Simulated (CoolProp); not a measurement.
A single-stage vapour-compression cycle with R115: evaporating at 193.15 K (dew point), condensing at 219.15 K (bubble point), superheat 2 K, subcooling 5 K, compressor efficiency 0.8, no pressure losses. Each further row changes one setting.

Model: reference Helmholtz-energy equation of state, Lemmon 2016, in CoolProp.

```tsv
case	cooling COP	pressure ratio	discharge temperature (K)	refrigerating effect (kJ/kg)	volumetric capacity (kJ/m³)
as stated	5.57	4.81	233.0	122	121
evaporating temperature 198.15 K	7.22	3.42	230.0	125	170
condensing temperature 214.15 K	7.03	3.68	226.3	126	125
subcooling 10 K	5.77	4.81	233.0	126	125
superheat 12 K	5.55	4.81	243.8	128	120
compressor efficiency 0.7	4.87	4.81	237.9	122	121
```
